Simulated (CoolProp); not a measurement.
Saturation properties of n-perfluorohexane.

Computed with CoolProp (reference Helmholtz-energy equation of state, Gao 2022).

```json
[
 {"T (°C)": "-44.95", "p (kPa)": "0.3907", "liquid density (kg/m³)": "1871", "vapour density (kg/m³)": "0.06966", "enthalpy of vaporisation (kJ/kg)": "110.5", "liquid cp (kJ/(kg K))": "0.9376"},
 {"T (°C)": "-22.65", "p (kPa)": "2.165", "liquid density (kg/m³)": "1810", "vapour density (kg/m³)": "0.3526", "enthalpy of vaporisation (kJ/kg)": "104.9", "liquid cp (kJ/(kg K))": "___"},
 {"T (°C)": "-0.25", "p (kPa)": "8.530", "liquid density (kg/m³)": "1748", "vapour density (kg/m³)": "1.283", "enthalpy of vaporisation (kJ/kg)": "99.44", "liquid cp (kJ/(kg K))": "1.007"},
 {"T (°C)": "22.15", "p (kPa)": "25.92", "liquid density (kg/m³)": "1684", "vapour density (kg/m³)": "3.651", "enthalpy of vaporisation (kJ/kg)": "93.84", "liquid cp (kJ/(kg K))": "1.042"},
 {"T (°C)": "44.45", "p (kPa)": "64.57", "liquid density (kg/m³)": "1618", "vapour density (kg/m³)": "8.652", "enthalpy of vaporisation (kJ/kg)": "88.00", "liquid cp (kJ/(kg K))": "1.078"},
 {"T (°C)": "66.85", "p (kPa)": "139.2", "liquid density (kg/m³)": "___", "vapour density (kg/m³)": "18.08", "enthalpy of vaporisation (kJ/kg)": "81.64", "liquid cp (kJ/(kg K))": "1.114"},
 {"T (°C)": "89.25", "p (kPa)": "267.9", "liquid density (kg/m³)": "1468", "vapour density (kg/m³)": "34.47", "enthalpy of vaporisation (kJ/kg)": "74.53", "liquid cp (kJ/(kg K))": "___"},
 {"T (°C)": "111.55", "p (kPa)": "471.1", "liquid density (kg/m³)": "1377", "vapour density (kg/m³)": "61.86", "enthalpy of vaporisation (kJ/kg)": "___", "liquid cp (kJ/(kg K))": "1.205"},
 {"T (°C)": "133.95", "p (kPa)": "776.7", "liquid density (kg/m³)": "1263", "vapour density (kg/m³)": "109.0", "enthalpy of vaporisation (kJ/kg)": "55.90", "liquid cp (kJ/(kg K))": "1.282"}
]
```

Question: Complete the blanks.

Answer: 
- -22.65, liquid cp (kJ/(kg K)): 0.9722
- 66.85, liquid density (kg/m³): 1547
- 89.25, liquid cp (kJ/(kg K)): 1.155
- 111.55, enthalpy of vaporisation (kJ/kg): 66.26

It boils at 57.1 °C under 1 atm.
